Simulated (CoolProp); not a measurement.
Computed with CoolProp (reference Helmholtz-energy equation of state, Lemmon 2005). It is a short technical equation, of lower accuracy than the large ones.

Task: Give the vapour pressure (MPa), liquid density (kg/m³), liquid cp (kJ/(kg K)) of saturated cis-2-butene at 286.3, 319.4, 336 K.

Result: 
| T (K) | p (MPa) | liquid density (kg/m³) | liquid cp (kJ/(kg K)) |
|---|---|---|---|
| 286.3 | 0.143 | 629 | 2.20 |
| 319.4 | 0.403 | 589 | 2.35 |
| 336 | 0.622 | 567 | 2.45 |
